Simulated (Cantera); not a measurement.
An adiabatic, constant-pressure homogeneous reactor starts with CH3OH : O2 : N2 = 1 : 3.66 : 13.8 (molar parts), at 1725 K and 0.690 bar. Integrator tolerance rtol = 1e-08.

Model: GRI-Mech 3.0 (53 species, 325 reactions), integrated in Cantera. GRI-Mech 3.0 was tuned for natural gas; its chemistry of methanol as a main component is partial and can be far from experiment.

Problem. What does this change do: 1.8 parts H2 added?

Solution. 
```csv
quantity,before,after
time of steepest temperature rise,86.3 µs,56.0 µs
temperature at 0.700 s,2463 K,2683 K
equilibrium temperature,2463 K,2683 K
x(CH3OH) at 0.700 s,<1e-12 (gas-phase equilibrium <1e-12),<1e-12 (gas-phase equilibrium <1e-12)
x(O2) at 0.700 s,0.104 (gas-phase equilibrium 0.104),0.0578 (gas-phase equilibrium 0.0578)
x(NO) at 0.700 s,0.0145 (gas-phase equilibrium 0.0145),0.0150 (gas-phase equilibrium 0.0150)
x(H2O2) at 0.700 s,1.68e-7 (gas-phase equilibrium 1.68e-7),3.23e-7 (gas-phase equilibrium 3.23e-7)
x(CH2) at 0.700 s,<1e-12 (gas-phase equilibrium <1e-12),<1e-12 (gas-phase equilibrium <1e-12)
x(HCO) at 0.700 s,6.00e-10 (gas-phase equilibrium 6.00e-10),7.89e-9 (gas-phase equilibrium 7.89e-9)
x(HCN) at 0.700 s,5.08e-12 (gas-phase equilibrium 5.08e-12),1.28e-10 (gas-phase equilibrium 1.28e-10)
```

Problem. What does this change do: CH3OH 1 to 0.78 parts?

Solution. 
| quantity | before | after |
|---|---|---|
| time of steepest temperature rise | 86.3 µs | 95.6 µs |
| temperature at 0.700 s | 2463 K | 2353 K |
| equilibrium temperature | 2463 K | 2353 K |
| x(CH3OH) at 0.700 s | <1e-12 (gas-phase equilibrium <1e-12) | <1e-12 (gas-phase equilibrium <1e-12) |
| x(O2) at 0.700 s | 0.104 (gas-phase equilibrium 0.104) | 0.125 (gas-phase equilibrium 0.125) |
| x(NO) at 0.700 s | 0.0145 (gas-phase equilibrium 0.0145) | 0.0130 (gas-phase equilibrium 0.0130) |
| x(H2O2) at 0.700 s | 1.68e-7 (gas-phase equilibrium 1.68e-7) | 1.16e-7 (gas-phase equilibrium 1.16e-7) |
| x(CH2) at 0.700 s | <1e-12 (gas-phase equilibrium <1e-12) | <1e-12 (gas-phase equilibrium <1e-12) |
| x(HCO) at 0.700 s | 6.00e-10 (gas-phase equilibrium 6.00e-10) | 1.14e-10 (gas-phase equilibrium 1.14e-10) |
| x(HCN) at 0.700 s | 5.08e-12 (gas-phase equilibrium 5.08e-12) | <1e-12 (gas-phase equilibrium <1e-12) |
